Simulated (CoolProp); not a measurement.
The fluid at 435.07 K and 15 MPa is throttled through a valve to 7.15 MPa with no heat exchange. The same conditions are run with several fluids, on thermodynamics alone (safety and materials aside).

Model: reference Helmholtz-energy equation of state of each fluid (carbon dioxide: Span 1996; R13: Platzer 1990; sulfur dioxide: Gao 2016; R114: Platzer 1990; ammonia: Gao 2020), in CoolProp. The equations of Platzer and Polt are older, rougher fits.

Task: Rank carbon dioxide, R13, sulfur dioxide, R114, ammonia by temperature change (K), highest first.

Result: R114 (-4.7), sulfur dioxide (-12.6), R13 (-25.6), carbon dioxide (-31.1), ammonia (-55.0)

| fluid | final phase | final density (kg/m³) |
|---|---|---|
| carbon dioxide | gas | 107 |
| R13 | supercritical | 276 |
| sulfur dioxide | liquid | 808 |
| R114 | supercritical | 986 |
| ammonia | two-phase, vapour fraction 0.960 | 69.8 |
